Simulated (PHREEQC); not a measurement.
Make-up at 25 °C: 0.11 mol H2SiF6 per kg of water. Closed to the air; pH follows from the charge balance.

Computed with PHREEQC (ion-association model, phreeqc.dat).

The ionic strength comes out as 0.325 mol/kgw. What activity coefficients do SiF6-2, F-, H+, HF2- get?

SiF6-2 0.25, F- 0.67, H+ 0.78, HF2- 0.73.

No solid was allowed to form. Examples of supersaturated solids here: Quartz (slow to form), Chalcedony (slow to form). Others may be too. SiF6-2 is the database's only silicon fluoride.
